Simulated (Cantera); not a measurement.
Mixture: 5.19 % CH₄, 0.213 % C₂H₆, 19.9 % O₂, 74.7 % N₂, equivalence ratio 0.56, at 0.355 atm, adiabatic and at constant pressure. Ignition delay is the time to a rise of 400 K.

Model: GRI-Mech 3.0 (53 species, 325 reactions), integrated in Cantera.

Q: Predict: delay at 1198 K; delay at 1273 K; delay at 1348 K; delay at 1423 K; delay at 1498 K; delay at 1573 K; apparent activation energy between 1423 and 1573 K.

A: 
```
Property                                                 Value
--------------------------------------------------  ----------
delay at 1198 K                                        26.1 ms
delay at 1273 K                                        9.60 ms
delay at 1348 K                                        3.79 ms
delay at 1423 K                                        1.65 ms
delay at 1498 K                                       0.802 ms
delay at 1573 K                                       0.436 ms
apparent activation energy between 1423 and 1573 K  170 kJ/mol
```
